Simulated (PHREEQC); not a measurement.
## Acid mine or pickling water (model solution)

A made-up water analysis in mg/L, 25 °C, pH 2.82, pe 10.7: Na 30.1; K 499; Ca 532; Mg 49.2; Cl 58.3; S(6) as SO4 2130; Cu(2) 12.4; Mn(2) 0.472; B 0.154.

Valence states are taken as typed.

Computed with PHREEQC (ion-association model, phreeqc.dat).

Each row changes one thing in this solution. Precipitation was switched off in this run.

```csv
case,ionic strength (mol/kgw),Mg+2 (mol/kgw),HSO4- (mol/kgw),MgSO4 (mol/kgw),KSO4- (mol/kgw),Cu+2 (mol/kgw),SI of Gypsum (CaSO4:2H2O),SI of Halite (NaCl)
as made,0.0594,0.00119,0.00119,0.000839,0.000553,0.000121,-0.01,-7.43
Cu(2) from 12.4 to 6.2 mg/L,[?],0.00119,0.00119,0.000841,0.000554,6.07e-5,-0.01,-7.43
temperature from 25 to 5 °C at the same typed pH,[?],0.00141,0.000857,0.000621,0.000413,0.000125,+0.06,-7.41
```

Task: What belongs in the gaps?

Result: 
- Cu(2) from 12.4 to 6.2 mg/L, ionic strength (mol/kgw): 0.0593
- temperature from 25 to 5 °C at the same typed pH, ionic strength (mol/kgw): 0.0620

Some of these states are supersaturated (in Gypsum, for instance). At this temperature some constants are extrapolated from 25 °C, and those without enthalpy data are left unchanged.
